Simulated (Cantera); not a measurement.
A perfectly stirred reactor is fed with CH4 : O2 : N2 = 1 : 2.11 : 11.6 (molar parts), equivalence ratio 0.95, at 13500 Torr; it is adiabatic with a 623 K inlet, and is followed from long to short residence time, starting on the burning branch (τ in s: 0.065, 0.022, 0.0071, 0.0024, 0.00078, 0.00026, 8.5e-05, 2.8e-05, 9.2e-06).

Cantera simulation using GRI-Mech 3.0 (53 species, 325 reactions); the numbers are that mechanism's predictions, not measurements. The pressure lies above the range GRI-Mech 3.0 was tuned for (to about 10 atm).

Task: What does this change do: pressure from 13500 Torr to 563 Torr?

Result: 
```csv
quantity,before,after
"blow-out, bracketed by the residence times tried","burning at 85.0 µs, out at 28.0 µs","burning at 0.260 ms, out at 85.0 µs"
x(CH4) at τ = 65.0 ms,1.99e-6,7.89e-6
x(O2) at τ = 65.0 ms,0.00751,0.0103
x(C2H6) at τ = 65.0 ms,2.29e-11,2.66e-11
x(C2H4) at τ = 65.0 ms,2.45e-10,1.37e-9
x(CH2O) at τ = 65.0 ms,2.77e-7,1.22e-6
x(CH4) at τ = 0.780 ms,7.16e-5,0.000201
x(O2) at τ = 0.780 ms,0.00982,0.0201
x(C2H6) at τ = 0.780 ms,2.24e-8,6.33e-9
x(C2H4) at τ = 0.780 ms,2.10e-7,1.34e-7
x(CH2O) at τ = 0.780 ms,1.08e-5,2.15e-5
```

Task: What does this change do: pressure from 13500 Torr to 458 Torr?

Result: 
```tsv
quantity	before	after
blow-out, bracketed by the residence times tried	burning at 85.0 µs, out at 28.0 µs	burning at 0.260 ms, out at 85.0 µs
x(CH4) at τ = 65.0 ms	1.99e-6	8.39e-6
x(O2) at τ = 65.0 ms	0.00751	0.0108
x(C2H6) at τ = 65.0 ms	2.29e-11	2.39e-11
x(C2H4) at τ = 65.0 ms	2.45e-10	1.32e-9
x(CH2O) at τ = 65.0 ms	2.77e-7	1.28e-6
x(CH4) at τ = 0.780 ms	7.16e-5	0.000231
x(O2) at τ = 0.780 ms	0.00982	0.0212
x(C2H6) at τ = 0.780 ms	2.24e-8	6.99e-9
x(C2H4) at τ = 0.780 ms	2.10e-7	1.52e-7
x(CH2O) at τ = 0.780 ms	1.08e-5	2.37e-5
```
